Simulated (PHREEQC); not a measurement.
Make-up at 25 °C: 0.28 mol/kgw LiBr, 0.0024 mol/kgw Na2SO4 and 0.73 mol/kgw NaCl. Closed to the air; pH follows from the charge balance.

Model: ion-association model, wateq4f.dat, run in PHREEQC.

Precipitation was switched off in this run.

Problem. Order these S species by the share of S that they hold, largest first: LiSO4-, SO4-2, NaSO4-.

Solution. SO4-2 (55 %), NaSO4- (34 %), LiSO4- (11 %)

The ionic strength is 1.01 mol/kgw. Ionic strength above about 0.7 mol/kgw puts this run outside the model's range. Complexes and solids missing from the database can't appear.
